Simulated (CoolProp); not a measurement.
Computed with CoolProp (reference Helmholtz-energy equation of state, Gao 2020).

Give the vapour pressure (kPa), vapour density (kg/m³), liquid cp (kJ/(kg K)), surface tension (mN/m) of saturated ammonia at 366.9 K.


```csv
T (K),p (kPa),vapour density (kg/m³),liquid cp (kJ/(kg K)),surface tension (mN/m)
366.9,5520,47.8,6.48,5.94
```

Surface tension comes from a separate correlation (Mulero 2012).
